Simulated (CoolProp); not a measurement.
Vapour-liquid equilibrium of n-hexane (1) + ethylbenzene (2) at 305.8 K; x and y are mole fractions of (1).

Computed with CoolProp (multi-fluid Helmholtz-energy mixture model, Thol 2019 and Zhou 2012; pair parameters Bell 2016).

```csv
x,"bubble pressure, mixture model (bar)","bubble pressure, Raoult's law (bar)","y, mixture model","y, Raoult's law"
0.05,0.03925,0.03250,(withheld),0.428
0.15,0.07395,0.05837,0.771,0.715
0.25,0.1038,0.08425,0.853,0.826
0.35,(withheld),0.1101,0.895,0.885
0.45,0.1541,0.1360,0.922,0.921
0.55,(withheld),0.1619,0.942,0.946
0.65,0.1983,0.1877,(withheld),0.964
0.75,0.2201,0.2136,(withheld),0.977
0.85,(withheld),0.2395,(withheld),0.988
0.95,0.2659,0.2654,0.994,0.996
```

Complete the blanks.


- 0.05, y, mixture model: 0.525
- 0.35, bubble pressure, mixture model (bar): 0.1301
- 0.55, bubble pressure, mixture model (bar): 0.1766
- 0.65, y, mixture model: 0.957
- 0.75, y, mixture model: 0.971
- 0.85, bubble pressure, mixture model (bar): 0.2424
- 0.85, y, mixture model: 0.983

The largest gap from Raoult's law is +26.7 % in bubble pressure, at x = 0.15. No azeotrope shows between x = 0.05 and 0.95.

The pair parameters rest on a limited set of measurements; away from them the model extrapolates.
